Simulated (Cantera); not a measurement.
Charge: 1 mol Mg(OH)2, 0.21 mol C, 0.13 mol CO2, held at 0.390 bar.

Equilibrium computed with Cantera from the NASA thermochemical tables; the gas is ideal and each condensed phase is pure. Candidate condensed phases: C, C6H6, C7H8, C8H18, H2O, Mg, MgCO3, MgO, Mg(OH)2; 116 gas species. Rates play no part.

Question: Which condensed phases are stable at each of these points (T (K)): 598, 648, 698, 748, 798, 848, 898?

Answer: 
| T (K) | condensed phases | Mg condensed (%) |
|---|---|---|
| 598 | MgCO3(s) + MgO(s) | 100.0 |
| 648 | MgO(s) | 100.0 |
| 698 | MgO(s) | 100.0 |
| 748 | MgO(s) | 100.0 |
| 798 | MgO(s) | 100.0 |
| 848 | MgO(s) | 100.0 |
| 898 | MgO(s) | 100.0 |

At 598 K the condensed part is MgCO3(s) + MgO(s). From 648 K to 898 K the condensed part is MgO(s).
